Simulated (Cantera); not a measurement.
Input (Python, Cantera) and output of one run.

```python
import numpy as np
import cantera as ct

gas_names = """
    CL CL2 H HCL H2 Si SiCL SiCL2 SiCL3 SiCL4 SiH SiHCL3 SiH2 SiH2CL2 SiH3 SiH3CL SiH4 Si2 Si3
""".split()
cond_names = """
    Si(cr) Si(L)
""".split()


# ... load() reads the species with a 1 bar reference pressure and builds the phases ...
atoms = {
    'Si2H6': {'Si': 2, 'H': 6},
    'H2': {'H': 2},
    'Cl2': {'CL': 2},
}
top_T = {}  # K; cautious upper limits of use, not melting points


# ... equilibrate(T, P, feed) seeds the gas with the atoms and calls Mixture.equilibrate('TP', solver="vcs", rtol=1e-11, max_steps=5000) ...
results = []
feed = {'Si2H6': 1, 'H2': 5.5, 'Cl2': 0.022}  # mol
T = 1548.15  # K
P = 13332.2  # Pa
mix = equilibrate(T, P, feed)
results.append((T, P, feed, dict(zip(mix.species_names, mix.species_moles))))
print(gas.report(threshold=0.0001))
for i in range(1, mix.n_phases):
    print(f"{mix.phase(i).name:16s} {mix.phase_moles(i):12.5e} mol")
```

Result:

```
       temperature   1548.2 K
          pressure   13332 Pa
           density   0.0022747 kg/m^3
  mean mol. weight   2.1962 kg/kmol
   phase of matter   gas

                          1 kg             1 kmol
                     ---------------   ---------------
          enthalpy        1.7051e+07        3.7448e+07  J
   internal energy         1.119e+07        2.4576e+07  J
           entropy             89814        1.9725e+05  J/K
    Gibbs function       -1.2199e+08       -2.6792e+08  J
 heat capacity c_p             14826             32560  J/K
 heat capacity c_v             11040             24245  J/K

                      mass frac. Y      mole frac. X     chem. pot. / RT
                     ---------------   ---------------   ---------------
               HCL          0.082897         0.0049936           -39.984
                H2           0.91321           0.99483           -20.715
     [  +17 minor]         0.0038981        0.00017247

Si(cr)            1.99925e+00 mol
```

Method: chemical equilibrium by Gibbs-energy minimisation in Cantera with the NASA 1993 tables (ideal gas, pure condensed phases). The feed counts by its element totals alone.
